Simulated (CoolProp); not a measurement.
Model: reference Helmholtz-energy equation of state, Lemmon 2016, in CoolProp.

### Question
For R115, give the phase and the density (kg/m³), speed of sound (m/s), Joule-Thomson coefficient (K/MPa), expansivity (1/kK) at 372.8 K and 1220 kPa; 478.8 K and 1220 kPa; 500 K and 1220 kPa.

### Answer
- 372.8 K and 1220 kPa: gas; density 68.8, speed of sound 132, Joule-Thomson coefficient 8.60, expansivity 4.05
- 478.8 K and 1220 kPa: gas; density 49.5, speed of sound 160, Joule-Thomson coefficient 4.13, expansivity 2.48
- 500 K and 1220 kPa: gas; density 47.0, speed of sound 164, Joule-Thomson coefficient 3.69, expansivity 2.33
